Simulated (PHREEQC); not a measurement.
**Copper plating or etch bath**

Consider water at 30 °C with 0.048 mol/kgw CuCl2, 0.0062 mol/kgw HNO3 and 0.04 mol/kgw KCl. Closed to the air; pH follows from the charge balance.

Model: ion-association model, phreeqc.dat, run in PHREEQC.

| Quantity | Result |
|---|---|
| pH | 2.30 |
| ionic strength | 0.177 mol/kgw |
| density | 1.004 g/cm³ |
| total alkalinity | -6.20 meq/kg |

```tsv
species	molality	activity	log γ
Cl-	0.129	0.0935	-0.141
Cu+2	0.0416	0.0140	-0.473
K+	0.0400	0.0288	-0.143
H+	0.00620	0.00497	-0.096
NO3-	0.00620	0.00436	-0.153
CuCl+	0.00618	0.00448	-0.139
CuCl2	0.000228	0.000237	0.018
CuCl3-	1.18e-7	8.59e-8	-0.139
CuOH+	3.87e-8	2.81e-8	-0.139
Cu2(OH)2+2	1.78e-9	5.62e-10	-0.500
```

This is a speciation only: nothing precipitates in the calculation.
